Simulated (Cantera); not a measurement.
# Premixed flame

A freely propagating, adiabatic, planar premixed flame of H2 : O2 : N2 = 1 : 0.694 : 2.61 (molar parts), unburnt at 450 K and 100.0 Torr; mixture-averaged transport, grid criteria slope 0.08 and curve 0.16, no radiation.

Detailed kinetics in Cantera: the H2/O2 subset of GRI-Mech 3.0, which has no nitrogen chemistry. Burning velocities carry a grid error of a few per cent, more on coarse grids.

| z (mm) | T (K) | u (m/s) | x H2 | x O2 | x O | x OH | x H2O | x H2O2 |
|---|---|---|---|---|---|---|---|---|
| -17.1 | 450 | 2.84 | 0.232 | 0.161 | <1e-8 | <1e-8 | <1e-8 | <1e-8 |
| -11.4 | 450 | 2.84 | 0.232 | 0.161 | <1e-8 | <1e-8 | <1e-8 | <1e-8 |
| -8.53 | 450 | 2.84 | 0.232 | 0.161 | <1e-8 | <1e-8 | <1e-8 | <1e-8 |
| -5.69 | 450 | 2.84 | 0.232 | 0.161 | <1e-8 | <1e-8 | 1.11e-8 | <1e-8 |
| -2.84 | 459 | 2.88 | 0.229 | 0.162 | 3.46e-6 | 2.86e-5 | 0.000391 | 3.07e-6 |
| -1.42 | 650 | 4.00 | 0.199 | 0.158 | 0.000155 | 0.000494 | 0.0166 | 6.73e-6 |
| 0 | 1052 | 6.28 | 0.0957 | 0.119 | 0.00578 | 0.00241 | 0.102 | 8.72e-7 |
| 1.42 | 1318 | 7.79 | 0.0295 | 0.0712 | 0.0139 | 0.00666 | 0.183 | 1.10e-6 |
| 2.84 | 1441 | 8.47 | 0.0229 | 0.0630 | 0.0149 | 0.00883 | 0.197 | 8.31e-7 |
| 5.69 | 1576 | 9.19 | 0.0218 | 0.0596 | 0.0137 | 0.0111 | 0.206 | 4.84e-7 |
| 11.4 | 1717 | 9.91 | 0.0195 | 0.0565 | 0.0114 | 0.0129 | 0.215 | 2.48e-7 |
| 22.8 | 1849 | 10.6 | 0.0158 | 0.0539 | 0.00854 | 0.0136 | 0.226 | 1.34e-7 |
| 45.5 | 1965 | 11.1 | 0.0112 | 0.0519 | 0.00564 | 0.0130 | 0.237 | 8.03e-8 |
x: mole fraction of selected species; z is measured from the peak of heat release.

| Quantity | Result |
|---|---|
| laminar burning velocity | 284 cm/s |
| thermal thickness | 5.69 mm |
| peak x(O) | 0.0149 |
| peak x(OH) | 0.0137 |
| peak x(H2O2) | 9.44e-6 |
| grid points | 131 |
